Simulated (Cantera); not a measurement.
# Hydrocarbon pyrolysis for carbon deposition

An isothermal, constant-pressure homogeneous reactor starts with C2H6 : N2 = 1 : 7.9 (molar parts), at 1975 K and 100.0 Torr.

Cantera simulation using GRI-Mech 3.0 (53 species, 325 reactions); the numbers are that mechanism's predictions, not measurements. GRI-Mech 3.0 stops at C3 and has no aromatics, soot or wall deposition, so with more carbon than oxygen in the feed, carbon stays in small species such as C2H2 where larger ones or solid carbon would form.

```json
[
 {"t (s)": "0.000300", "x C2H6": "2.59e-5", "x C2H": "1.12e-5", "x HCN": "3.30e-5", "x CH2": "2.35e-5", "x H": "0.00122"},
 {"t (s)": "0.000693", "x C2H6": "1.15e-5", "x C2H": "8.71e-6", "x HCN": "3.51e-5", "x CH2": "1.29e-5", "x H": "0.000958"},
 {"t (s)": "0.00160", "x C2H6": "5.79e-6", "x C2H": "8.14e-6", "x HCN": "3.77e-5", "x CH2": "8.96e-6", "x H": "0.000908"},
 {"t (s)": "0.00370", "x C2H6": "2.55e-6", "x C2H": "8.84e-6", "x HCN": "4.21e-5", "x CH2": "6.81e-6", "x H": "0.00100"},
 {"t (s)": "0.00854", "x C2H6": "7.19e-7", "x C2H": "1.03e-5", "x HCN": "5.04e-5", "x CH2": "4.53e-6", "x H": "0.00118"},
 {"t (s)": "0.0197", "x C2H6": "1.25e-7", "x C2H": "1.20e-5", "x HCN": "6.41e-5", "x CH2": "2.40e-6", "x H": "0.00139"},
 {"t (s)": "0.0456", "x C2H6": "1.70e-8", "x C2H": "1.33e-5", "x HCN": "8.26e-5", "x CH2": "1.02e-6", "x H": "0.00155"},
 {"t (s)": "0.105", "x C2H6": "2.43e-9", "x C2H": "1.38e-5", "x HCN": "0.000102", "x CH2": "4.02e-7", "x H": "0.00160"},
 {"t (s)": "0.243", "x C2H6": "4.90e-10", "x C2H": "1.39e-5", "x HCN": "0.000121", "x CH2": "1.72e-7", "x H": "0.00161"},
 {"t (s)": "0.562", "x C2H6": "2.16e-10", "x C2H": "1.39e-5", "x HCN": "0.000143", "x CH2": "1.03e-7", "x H": "0.00161"},
 {"t (s)": "1.30", "x C2H6": "1.90e-10", "x C2H": "1.39e-5", "x HCN": "0.000180", "x CH2": "9.40e-8", "x H": "0.00161"},
 {"t (s)": "3.00", "x C2H6": "1.90e-10", "x C2H": "1.39e-5", "x HCN": "0.000265", "x CH2": "9.42e-8", "x H": "0.00161"}
]
```
x: mole fraction; the columns are a selection and need not sum to one.

Equilibrium at this temperature and pressure: C2H6 9.68e-11, C2H 5.71e-6, HCN 0.108, CH2 7.04e-8, H 0.00161 (gas phase only).
